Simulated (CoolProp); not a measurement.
A single-stage vapour-compression cycle with R407C: evaporating at 278.15 K (dew point), condensing at 305.15 K (bubble point), superheat 0 K, subcooling 2 K, compressor efficiency 0.85, no pressure losses. Each further row changes one setting.

The numbers come from the reference Helmholtz-energy equation of state, Lemmon 2003 in CoolProp. It is a pseudo-pure fit of the blend.

| case | cooling COP | pressure ratio | discharge temperature (K) | refrigerating effect (kJ/kg) | volumetric capacity (kJ/m³) |
|---|---|---|---|---|---|
| as stated | 6.14 | 2.62 | 323.1 | 167 | 3900 |
| evaporating temperature 283.15 K | 7.56 | 2.22 | 320.9 | 170 | 4660 |
| condensing temperature 300.15 K | 7.45 | 2.30 | 316.6 | 175 | 4080 |
| subcooling 7 K | 6.42 | 2.62 | 323.1 | 175 | 4080 |
| superheat 10 K | 6.12 | 2.62 | 333.2 | 177 | 3900 |
| compressor efficiency 0.75 | 5.42 | 2.62 | 326.3 | 167 | 3900 |
